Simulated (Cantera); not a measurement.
Input: 1 mol BF3, 34 mol H2, 8.2 mol N2, 0.38 mol O2, held at 2.70 mbar.

Equilibrium computed with Cantera from the NASA thermochemical tables; the gas is ideal and each condensed phase is pure. Candidate condensed phases: B, BN, B2O3, B3O3H3, H2O; 62 gas species. Kinetics and transport are ignored.

Question: Which condensed phases are stable at each of these points (T (K)): 925, 975, 1025, 1075, 1125, 1175, 1225, 1275, 1325, 1375, 1425, 1475, 1525?

Answer: 
| T (K) | condensed phases | B condensed (%) |
|---|---|---|
| 925 | B2O3(l) | 16.5 |
| 975 | B2O3(l) | 17.6 |
| 1025 | B2O3(l) | 17.3 |
| 1075 | B2O3(l) | 13.5 |
| 1125 | B2O3(l) | 3.0 |
| 1175 | gas only | 0.0 |
| 1225 | gas only | 0.0 |
| 1275 | gas only | 0.0 |
| 1325 | gas only | 0.0 |
| 1375 | gas only | 0.0 |
| 1425 | gas only | 0.0 |
| 1475 | gas only | 0.0 |
| 1525 | gas only | 0.0 |

From 925 K to 1125 K the condensed part is B2O3(l). From 1175 K to 1525 K nothing is condensed.
